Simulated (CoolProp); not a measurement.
Octamethyltrisiloxane (MDM) along the isotherm 575 K: Z from the reference equation and from simpler models built on Tc = 565.4 K, pc = 1.438 MPa, ω = 0.528; each cubic takes its own stable root.

Model: reference Helmholtz-energy equation of state, Thol 2017, in CoolProp.

| p (MPa) | phase | reference |
|---|---|---|
| 0.449 | gas | 0.8938 |
| 0.898 | gas | 0.7617 |
| 1.35 | gas | 0.5688 |
| 1.8 | supercritical | 0.2508 |
| 2.25 | supercritical | 0.2670 |
| 2.7 | supercritical | 0.3010 |
| 3.14 | supercritical | 0.3366 |
| 3.59 | supercritical | 0.3737 |
| 4.04 | supercritical | 0.4109 |
| 4.49 | supercritical | 0.4479 |
| 4.94 | supercritical | 0.4846 |
| 5.39 | supercritical | 0.5211 |
| 5.84 | supercritical | 0.5574 |
| 6.29 | supercritical | 0.5934 |
| 6.74 | supercritical | 0.6291 |
| 7.19 | supercritical | 0.6646 |

Question: How far does each simpler model (Redlich-Kwong, Soave-Redlich-Kwong, Peng-Robinson) lie from the reference over these 16 states: mean and median of the absolute difference, and the worst?

Answer: 
- Redlich-Kwong: mean 8.5 %, median 8.7 %, worst +15.7 % at 575 K and 2.25 MPa
- Soave-Redlich-Kwong: mean 10.3 %, median 9.7 %, worst +23.1 % at 575 K and 1.8 MPa
- Peng-Robinson: mean 3.3 %, median 2.2 %, worst +13.1 % at 575 K and 1.8 MPa
